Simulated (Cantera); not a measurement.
An isothermal, constant-pressure homogeneous reactor starts with C₂H₆ : N₂ = 1 : 2.8 (molar parts), at 1748 K and 18.0 Torr. Integrator tolerance rtol = 1e-08.

Model: GRI-Mech 3.0 (53 species, 325 reactions), integrated in Cantera. GRI-Mech 3.0 stops at C3 and has no aromatics, soot or wall deposition, so with more carbon than oxygen in the feed, carbon stays in small species such as C2H2 where larger ones or solid carbon would form. Radical loss at walls, strong at low pressure, is not modelled.

Task: What does this change do: pressure from 18.0 Torr to 1.00 bar?

Result: 
| quantity | before | after |
|---|---|---|
| x(C₂H₆) at 200 s | 6.70e-10 (gas-phase equilibrium 4.27e-10) | 1.09e-6 (gas-phase equilibrium 6.99e-7) |
| x(H) at 200 s | 0.000871 (gas-phase equilibrium 0.000871) | 0.000133 (gas-phase equilibrium 0.000134) |
| x(CH₂) at 200 s | 2.39e-8 (gas-phase equilibrium 1.92e-8) | 2.36e-8 (gas-phase equilibrium 1.88e-8) |
| x(C₂H₄) at 200 s | 4.78e-5 (gas-phase equilibrium 3.02e-5) | 0.00190 (gas-phase equilibrium 0.00121) |
| x(H₂) at 200 s | 0.344 (gas-phase equilibrium 0.344) | 0.336 (gas-phase equilibrium 0.338) |
| x(HCN) at 200 s | 6.51e-5 (gas-phase equilibrium 0.127) | 0.000325 (gas-phase equilibrium 0.126) |
| x(CH₃) at 200 s | 8.77e-6 (gas-phase equilibrium 7.02e-6) | 5.50e-5 (gas-phase equilibrium 4.40e-5) |
